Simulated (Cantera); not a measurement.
A closed system holds: 1 mol CF₄, a varied amount of F₂, 2.5 mol H₂, at 625 K and 0.563 Torr.

Equilibrium computed with Cantera from the NASA thermochemical tables; the gas is ideal and each condensed phase is pure. Candidate condensed phases: C, C₆H₆, C₇H₈, C₈H₁₈; 95 gas species. Condensed phases not in the tables: fluorocarbon polymer. Gases not in the tables: C₂F₆ and larger saturated fluorocarbons. The numbers say what is thermodynamically allowed, not how fast it happens.

x: gas mole fraction; n: condensed amount in mol.

```json
[
 {"n(F₂) (mol)": "0.12", "x HF": "0.918", "x H₂": "0.0818", "x CF₄": "<1e-12", "x CH₄": "(withheld)", "n C(graphite)": "0.999"},
 {"n(F₂) (mol)": "0.15", "x HF": "0.925", "x H₂": "0.0749", "x CF₄": "<1e-12", "x CH₄": "(withheld)", "n C(graphite)": "0.999"},
 {"n(F₂) (mol)": "0.2", "x HF": "0.936", "x H₂": "0.0635", "x CF₄": "<1e-12", "x CH₄": "(withheld)", "n C(graphite)": "0.999"},
 {"n(F₂) (mol)": "0.26", "x HF": "0.950", "x H₂": "0.0502", "x CF₄": "<1e-12", "x CH₄": "(withheld)", "n C(graphite)": "1.000"},
 {"n(F₂) (mol)": "0.34", "x HF": "0.967", "x H₂": "0.0330", "x CF₄": "<1e-12", "x CH₄": "(withheld)", "n C(graphite)": "1.000"},
 {"n(F₂) (mol)": "0.45", "x HF": "0.990", "x H₂": "0.0101", "x CF₄": "<1e-12", "x CH₄": "(withheld)", "n C(graphite)": "1.000"},
 {"n(F₂) (mol)": "0.59", "x HF": "0.991", "x H₂": "1.76e-12", "x CF₄": "0.00892", "x CH₄": "<1e-12", "n C(graphite)": "0.955"},
 {"n(F₂) (mol)": "0.76", "x HF": "0.975", "x H₂": "1.01e-12", "x CF₄": "0.0253", "x CH₄": "<1e-12", "n C(graphite)": "0.870"}
]
```

Question: Complete the blanks.

Answer: 
- 0.12, x CH₄: 0.000243
- 0.15, x CH₄: 0.000203
- 0.2, x CH₄: 0.000147
- 0.26, x CH₄: 9.16e-5
- 0.34, x CH₄: 3.95e-5
- 0.45, x CH₄: 3.70e-6
